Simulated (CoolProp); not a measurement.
Properties of ethanol along the isobar 2.08 MPa.

Model: reference Helmholtz-energy equation of state, Schroeder 2014, in CoolProp.

```csv
T (°C),phase,cp (kJ/(kg K)),speed of sound (m/s),isothermal compressibility (1/MPa),conductivity (mW/(m K))
187.05,gas,3.069,256.3,0.6549,39.3
200.35,gas,2.846,267.6,0.6101,40.3
213.65,gas,2.713,277.1,0.5816,41.5
227.05,gas,2.629,285.4,0.5619,42.9
240.35,gas,2.575,292.9,0.5476,44.3
253.65,gas,2.541,299.7,0.5368,45.8
266.95,gas,2.521,306.0,0.5284,47.3
280.25,gas,2.511,311.9,0.5216,48.9
293.55,gas,2.509,317.4,0.5161,50.5
306.95,gas,2.512,322.7,0.5116,52.1
320.25,gas,2.520,327.7,0.5078,53.7
333.55,gas,2.531,332.5,0.5047,55.4
346.85,gas,2.544,337.2,0.5020,57.0
```

Thermal conductivity comes from a separate model (Assael 2013).
